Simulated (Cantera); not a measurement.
A freely propagating, adiabatic, planar premixed flame of H₂ : O₂ : N₂ = 1 : 0.847 : 3.19 (molar parts), equivalence ratio 0.59, unburnt at 675 K and 4.20 bar; mixture-averaged transport, grid criteria slope 0.08 and curve 0.16, no radiation.

Detailed kinetics in Cantera: the H2/O2 subset of GRI-Mech 3.0, which has no nitrogen chemistry. The hydrogen kinetics of GRI-Mech 3.0 are dated; newer H2 mechanisms differ, most at raised pressure. Burning velocities carry a grid error of a few per cent, more on coarse grids. Lean hydrogen flames are cellular in practice and burn faster than this planar one.

How do the results move with these cheaper or finer settings: unity-Lewis-number transport; multicomponent transport; multicomponent+Soret transport; grid criteria slope 0.5, curve 1; grid criteria slope 0.25, curve 0.5; grid criteria slope 0.03, curve 0.06?


```csv
setting,laminar burning velocity,thermal thickness,peak x(OH),peak x(H),grid points
as above,407 cm/s,0.0748 mm,0.0111,0.00960,107
unity-Lewis-number transport,420 cm/s,0.0550 mm,0.0129,0.0173,104
multicomponent transport,405 cm/s,0.0739 mm,0.0111,0.00962,108
multicomponent+Soret transport,372 cm/s,0.0743 mm,0.0108,0.00886,108
"grid criteria slope 0.5, curve 1",574 cm/s,0.0929 mm,0.0116,0.0120,40
"grid criteria slope 0.25, curve 0.5",444 cm/s,0.0788 mm,0.0110,0.0101,51
"grid criteria slope 0.03, curve 0.06",398 cm/s,0.0735 mm,0.0111,0.00948,257
```
Unity Lewis numbers drop preferential diffusion, which matters most where H2 and H carry the flame; Soret adds thermal diffusion.
